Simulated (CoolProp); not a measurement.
Ethane at several states: fugacity coefficient from the reference equation and from simpler models built on Tc = 32.2 °C, pc = 4.872 MPa, ω = 0.099; each cubic takes its own stable root.

Values from CoolProp's reference Helmholtz-energy equation of state, Bücker 2006.

```csv
T (°C),p (MPa),phase,reference
180.35,16.5,supercritical,0.7635
135.75,0.99,gas,0.9738
-171.85,0.0214,liquid,0.0006796
293.85,0.121,gas,0.9992
318.15,0.137,gas,0.9992
```

Question: How far does each simpler model (van der Waals, Redlich-Kwong, Peng-Robinson) lie from the reference over these 5 states: mean and median of the absolute difference, and the worst?

Answer: 
- van der Waals: mean 6185.2 %, median 0.2 %, worst +30918.2 % at -171.85 °C and 0.0214 MPa
- Redlich-Kwong: mean 15.3 %, median 0.2 %, worst -73.6 % at -171.85 °C and 0.0214 MPa
- Peng-Robinson: mean 4.6 %, median 0.5 %, worst +19.4 % at -171.85 °C and 0.0214 MPa
